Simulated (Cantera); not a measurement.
Charge: 1 mol Si3N4, 0.099 mol CO2, 370 mol N2, 0.41 mol H2O, at 7.90e-6 bar.

Method: chemical equilibrium by Gibbs-energy minimisation in Cantera with the NASA 1993 tables (ideal gas, pure condensed phases). Candidate condensed phases: C, C6H6, C7H8, C8H18, H2O, Si, SiC, SiO2, Si2N2O, Si3N4; 151 gas species. Mutual solubility and eutectic melting of coexisting phases are not modelled. Equilibrium is a limit: real reactors are often held back by kinetics, nucleation or transport.

**Question.** At 1498 K, list the 5 most abundant gas species with their mole fractions, and the condensed phases.

**Answer.** N2 0.996, SiO 0.00159, Si 0.00127, H2 0.00100, H 0.000193. Condensed: Si(s) + SiC(s).
